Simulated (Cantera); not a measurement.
What does this Cantera script print?

```python
import numpy as np
import cantera as ct

gas = ct.Solution("gri30.yaml")
gas.TPX = 1823, 1800, {'NO': 1, 'N2': 0.69}
inlet = ct.Reservoir(gas, clone=True)

reactor = ct.IdealGasConstPressureReactor(gas, energy="off", clone=False)
exhaust = ct.Reservoir(gas, clone=True)
tau = [7.8, 2.7, 0.93, 0.32, 0.11, 0.038, 0.013, 0.0045, 0.0015][0]
for a, b in ((inlet, reactor), (reactor, exhaust)):
    ct.MassFlowController(a, b, mdot=lambda t: reactor.mass / tau)
net = ct.ReactorNet([reactor])
show = ['NO', 'O', 'NO2', 'N2O', 'N2']

rows = []
print(f"{'tau/s':>10s}{'T/K':>9s}" + "".join(f"{s:>11s}" for s in show))
for tau in [7.8, 2.7, 0.93, 0.32, 0.11, 0.038, 0.013, 0.0045, 0.0015]:
    net.initial_time = 0.0
    net.advance(30 * tau)
    before = gas.X
    net.advance(40 * tau)
    drift = np.max(np.abs(gas.X - before) / (gas.X + 1e-9))
    rows.append([gas.T, *gas[show].X, drift])
    print(f"{tau:10.3e}{gas.T:9.1f}" + "".join(f"{x:11.3e}" for x in gas[show].X))
```

Result:

```
     tau/s      T/K         NO          O        NO2        N2O         N2
 7.800e+00   1823.0  5.499e-01  2.154e-04  5.320e-05  9.999e-05  4.291e-01
 2.700e+00   1823.0  5.776e-01  1.647e-04  3.601e-05  1.138e-04  4.152e-01
 9.300e-01   1823.0  5.870e-01  1.393e-04  2.743e-05  1.149e-04  4.105e-01
 3.200e-01   1823.0  5.901e-01  1.205e-04  2.292e-05  1.040e-04  4.090e-01
 1.100e-01   1823.0  5.912e-01  9.388e-05  1.828e-05  7.869e-05  4.085e-01
 3.800e-02   1823.0  5.915e-01  5.505e-05  1.077e-05  4.540e-05  4.083e-01
 1.300e-02   1823.0  5.917e-01  2.209e-05  3.316e-06  1.997e-05  4.083e-01
 4.500e-03   1823.0  5.917e-01  7.830e-06  6.092e-07  7.620e-06  4.083e-01
 1.500e-03   1823.0  5.917e-01  2.648e-06  8.114e-08  2.633e-06  4.083e-01
```

Model: GRI-Mech 3.0 (53 species, 325 reactions), integrated in Cantera. Radical loss at walls, strong at low pressure, is not modelled.
